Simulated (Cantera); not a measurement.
A closed system holds: 1 mol Si2H6, 0.47 mol O3, equilibrated at 100 Torr.

These are equilibrium values from Cantera (NASA tables, ideal gas, pure condensed phases), not measurements of a reactor. Candidate condensed phases: H2O, Si, SiO2; 18 gas species. The feed counts by its element totals alone. Kinetics and transport are ignored. All values below are at 650 K.

Base state: H2 1.00 (mole fractions); condensed: Si(s) + SiO2(α-quartz).

### Question
What changes in the equilibrium state with this change: Si2H6 replaced by SiCl4?

### Answer
| species | before | after |
|---|---|---|
| Cl2 | 0 | 0.827 |
| SiCl4 | 0 | 0.173 |
| H2 | 1.00 | 0 |
| Si(s), mol | 1.29 | 0 |
| SiO2(α-quartz), mol | 0.705 | 0.705 |
